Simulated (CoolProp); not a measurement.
Saturated liquid density (kg/m³) of CF4 (R14): the reference equation beside estimates from Tc = -45.8 °C, pc = 3.762 MPa, ω = 0.178.

Model: reference Helmholtz-energy equation of state, Platzer 1990, in CoolProp. This equation is an older, rougher fit; its heat capacities, sound speeds and derivatives of the liquid may be far off and weren't checked against measurements.

| T (°C) | reference | van der Waals | Soave-Redlich-Kwong | Peng-Robinson |
|---|---|---|---|---|
| -146.95 | 1700 | 1112 | 1668 | 1880 |
| -140.75 | 1669 | 1092 | 1638 | 1848 |
| -134.55 | 1637 | ___ | 1607 | 1814 |
| -128.35 | 1605 | 1052 | 1573 | 1778 |
| -122.15 | ___ | 1030 | 1537 | 1739 |
| -115.95 | 1537 | ___ | 1499 | 1698 |
| -109.75 | ___ | ___ | 1459 | ___ |
| -103.55 | 1464 | 957.8 | 1415 | 1604 |
| -97.25 | 1424 | 930.5 | 1367 | 1551 |
| -91.05 | 1382 | 901.7 | 1316 | 1493 |
| -84.85 | 1338 | 870.8 | 1260 | 1430 |
| -78.65 | 1290 | 837.1 | 1199 | 1360 |
| -72.45 | 1237 | 800.0 | 1130 | 1281 |
| -66.25 | 1176 | 758.2 | 1052 | ___ |
| -60.05 | 1105 | 709.4 | 961.4 | 1084 |

Question: Fill in the missing entries.

Answer: 
- -134.55, van der Waals: 1072
- -122.15, reference: 1571
- -115.95, van der Waals: 1007
- -109.75, reference: 1501
- -109.75, van der Waals: 983.1
- -109.75, Peng-Robinson: 1653
- -66.25, Peng-Robinson: 1190

Absolute difference from the reference over all 15 rows, mean and median: van der Waals 34.8 and 34.6 %, Soave-Redlich-Kwong 4.8 and 3.3 %, Peng-Robinson 8.0 and 9.6 %.
